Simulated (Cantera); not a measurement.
Cantera run:

```python
import numpy as np
import cantera as ct

gas_names = """
    CL CLF CLF3 CL2 F F2 H HCL HF H2 H2F2 H3F3 H4F4 H5F5 H6F6 H7F7 Si SiCL SiCL2 SiCL3 SiCL4 SiF SiF2
    SiF3 SiF4 SiH SiHCL3 SiHF3 SiH2 SiH2CL2 SiH2F2 SiH3 SiH3CL SiH3F SiH4 Si2 Si3
""".split()
cond_names = """
    Si(cr) Si(L)
""".split()


# ... load() reads the species with a 1 bar reference pressure and builds the phases ...
atoms = {
    'SiF4': {'Si': 1, 'F': 4},
    'HCl': {'H': 1, 'CL': 1},
    'H2': {'H': 2},
}
top_T = {}  # K; cautious upper limits of use, not melting points


# ... equilibrate(T, P, feed) seeds the gas with the atoms and calls Mixture.equilibrate('TP', solver="vcs", rtol=1e-11, max_steps=5000) ...
results = []
feed = {'SiF4': 1, 'HCl': 0.042, 'H2': 11}  # mol
P = 140  # Pa
for T in [998, 1023, 1048, 1073, 1098, 1123, 1148, 1173, 1198, 1223, 1248]:
    mix = equilibrate(T, P, feed)
    results.append((T, P, feed, dict(zip(mix.species_names, mix.species_moles))))

top = {s: max(r[3][s] / sum(r[3][g] for g in gas_names) for r in results) for s in gas_names}
cols = sorted((s for s in top if top[s] > 0.001), key=lambda s: -top[s])[:5]
seen = [c for c in cond_names if any(r[3].get(c, 0) > 1e-12 for r in results)]
print("log10 of partial pressures in bar; condensed amounts in mol")
print(f"{'T/K':>10s}" + "".join(f"{s[:9]:>10s}" for s in cols + seen))
for T, P, feed, n in results:
    ng = sum(n[g] for g in gas_names)
    print(f"{T:10.4g}" + "".join(f"{np.log10(max(n[s] / ng * P / 1e5, 1e-99)):10.3f}" for s in cols)
          + "".join(f"{n.get(c, 0):10.4g}" for c in seen))
```

Output:

```
log10 of partial pressures in bar; condensed amounts in mol
       T/K        H2      SiF4        HF       HCL      SiF3
       998    -2.893    -3.937    -6.220    -5.311    -7.061
      1023    -2.893    -3.937    -6.121    -5.311    -6.838
      1048    -2.893    -3.938    -6.022    -5.311    -6.629
      1073    -2.894    -3.939    -5.924    -5.311    -6.434
      1098    -2.894    -3.940    -5.827    -5.311    -6.252
      1123    -2.894    -3.942    -5.729    -5.311    -6.084
      1148    -2.894    -3.943    -5.632    -5.312    -5.927
      1173    -2.894    -3.946    -5.535    -5.312    -5.782
      1198    -2.894    -3.949    -5.439    -5.312    -5.647
      1223    -2.895    -3.952    -5.344    -5.312    -5.522
      1248    -2.895    -3.956    -5.250    -5.312    -5.405
```

Cantera equilibrium calculation (NASA polynomials, part measured and part estimated; ideal gas, pure solids and liquids). The tables' values for SiF3, SiF2 are old estimates; treat these amounts as uncertain.
